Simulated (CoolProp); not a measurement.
CHF3 (R23) at several states: Z from the reference equation and from simpler models built on Tc = 299.3 K, pc = 48.32 bar, ω = 0.263; each cubic takes its own stable root.

Computed with CoolProp (reference Helmholtz-energy equation of state, Penoncello 2003).

```json
[
 {"T (K)": "296.1", "p (bar)": "207", "phase": "liquid", "reference": "0.5338", "van der Waals": "0.7975", "Soave-Redlich-Kwong": "(withheld)"},
 {"T (K)": "421.4", "p (bar)": "133", "phase": "supercritical", "reference": "(withheld)", "van der Waals": "0.6995", "Soave-Redlich-Kwong": "(withheld)"},
 {"T (K)": "343.1", "p (bar)": "10.9", "phase": "gas", "reference": "0.9481", "van der Waals": "0.9504", "Soave-Redlich-Kwong": "0.9516"},
 {"T (K)": "152.9", "p (bar)": "0.446", "phase": "liquid", "reference": "0.001550", "van der Waals": "(withheld)", "Soave-Redlich-Kwong": "0.001827"}
]
```

Complete the blanks.


- 296.1, Soave-Redlich-Kwong: 0.6228
- 421.4, reference: 0.7707
- 421.4, Soave-Redlich-Kwong: 0.8422
- 152.9, van der Waals: 0.9872

At some of these states van der Waals gives the other phase, because its saturation line lies elsewhere.
